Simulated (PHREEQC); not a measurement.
A PHREEQC input (ion-association model, phreeqc.dat):

```
SOLUTION 1
  temp 50
  units g/L
  pH 6.37
  pe 1.9
  Na 10200
  K 386
  Ca 508
  Mg 810
  Cl 16600
  S(6) 3980 as SO4
  Alkalinity 0.178 as HCO3
  Mn(2) 417
END
USE solution 1
EQUILIBRIUM_PHASES 1
  Gypsum 0 0
  Quartz 0 0.5
  CO2(g) -2 10
END
```

It stops with these messages:

```
ERROR: Solute mass exceeds solution mass in conversion from /kgs to /kgw.
ERROR: Program terminating due to input errors.
```

The fault: the units line changed with the numbers kept. The line should read `units mg/L` where the input has `units g/L`. With the mend the run ends at pH 5.06 and ionic strength 0.600 mol/kgw.
